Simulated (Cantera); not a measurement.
A freely propagating, adiabatic, planar premixed flame of H2 : O2 : N2 = 1 : 0.208 : 0.783 (molar parts), unburnt at 598 K and 4.93 atm; mixture-averaged transport, grid criteria slope 0.08 and curve 0.16, no radiation.

Detailed kinetics in Cantera: the H2/O2 subset of GRI-Mech 3.0, which has no nitrogen chemistry. The hydrogen kinetics of GRI-Mech 3.0 are dated; newer H2 mechanisms differ, most at raised pressure. Burning velocities carry a grid error of a few per cent, more on coarse grids.

**Question.** What does this change do: 0.086 parts H2O added?

**Answer.** 
| quantity | before | after |
|---|---|---|
| laminar burning velocity | 852 cm/s | 743 cm/s |
| thermal thickness | 0.0592 mm | 0.0575 mm |
| peak x(OH) | 0.00272 | 0.00251 |
| peak x(O) | 0.00174 | 0.00134 |
| peak x(HO2) | 0.000793 | 0.000903 |
| peak x(H2O2) | 4.00e-5 | 5.28e-5 |

**Question.** What does this change do: inlet temperature 598 to 625 K?

**Answer.** 
```tsv
quantity	before	after
laminar burning velocity	852 cm/s	930 cm/s
thermal thickness	0.0592 mm	0.0603 mm
peak x(OH)	0.00272	0.00287
peak x(O)	0.00174	0.00183
peak x(HO2)	0.000793	0.000759
peak x(H2O2)	4.00e-5	3.52e-5
```
